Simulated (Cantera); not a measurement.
Feed: 1 mol HF, 0.024 mol O2, 1.6 mol N2, at 2800 °C and 1.00e7 Pa.

Method: chemical equilibrium by Gibbs-energy minimisation in Cantera with the NASA 1993 tables (ideal gas, pure condensed phases). Candidate condensed phases: H2O; 40 gas species. The ideal-gas law is rough above about 30 bar. Equilibrium is a limit: real reactors are often held back by kinetics, nucleation or transport.

Base state: N2 0.605, HF 0.376, NO 0.00645, F 0.00448, O2 0.00420, H2O 0.00154, O 0.000937, OH 0.000911 (mole fractions); condensed: gas only.

**Question.** What changes in the equilibrium state with this change: HF replaced by H2O?

**Answer.** 
| species | before | after |
|---|---|---|
| N2 | 0.605 | 0.595 |
| H2O | 0.00154 | 0.345 |
| H2 | 0.000135 | 0.0199 |
| HF | 0.376 | 0 |
| OH | 0.000911 | 0.0169 |
| F | 0.00448 | 0 |
| H2F2 | 7.25e-5 | 0 |
